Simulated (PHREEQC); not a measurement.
# Alkaline etch or developer: an equilibrium model

A solution holds 0.019 mol NaOH, 3e-05 mol Na2SiO3 and 0.00195 mol (CH3)4NCl per kg of water, at 20 °C. Closed to the air; pH follows from the charge balance.

The numbers come from PHREEQC with the ion-association model, phreeqc.dat.

No solid was allowed to form.

### Question
What pH does the model give?

### Answer
pH 12.38.

### Question
In which forms is Si present?

### Answer
H3SiO4- 85 %, H2SiO4-2 15 % of the Si.

(CH3)4N+ isn't in the database: it is added as a free cation with an ion size of 4 Å.
